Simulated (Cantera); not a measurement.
Low-pressure radical oxidation in H2/O2

An isothermal, constant-pressure homogeneous reactor starts with 4.58 % H2, 95.4 % O2, equivalence ratio 0.024, at 1425 K and 0.0133 bar.

Computed with Cantera and GRI-Mech 3.0 (53 species, 325 reactions). Radical loss at walls, strong at low pressure, is not modelled. The temperature is held fixed by assumption; the heat of reaction is taken as removed at once.

```tsv
t (s)	x H2	x O2	x O	x H	x HO2
0.000200	0.0458	0.954	7.78e-7	3.02e-7	2.87e-7
0.000549	0.0457	0.954	5.55e-5	1.99e-5	8.06e-7
0.00151	0.00199	0.916	0.0312	0.00571	1.81e-6
0.00413	0.000704	0.915	0.0338	0.00459	1.61e-6
0.0113	0.000659	0.918	0.0314	0.00412	1.58e-6
0.0311	0.000553	0.924	0.0258	0.00310	1.48e-6
0.0854	0.000355	0.935	0.0161	0.00154	1.23e-6
0.234	0.000140	0.946	0.00615	0.000366	7.72e-7
0.643	3.28e-5	0.951	0.00142	4.09e-5	3.10e-7
1.76	6.16e-6	0.953	0.000265	3.30e-6	9.88e-8
4.84	1.26e-6	0.953	5.39e-5	3.04e-7	5.67e-8
13.3	3.81e-7	0.953	1.63e-5	5.07e-8	7.11e-8
36.4	2.77e-7	0.953	1.19e-5	3.14e-8	7.97e-8
100	2.75e-7	0.953	1.18e-5	3.12e-8	7.99e-8
```
x: mole fraction; the columns are a selection and need not sum to one.

Equilibrium at this temperature and pressure: H2 2.75e-7, O2 0.953, O 1.18e-5, H 3.12e-8, HO2 7.99e-8 (gas phase only).
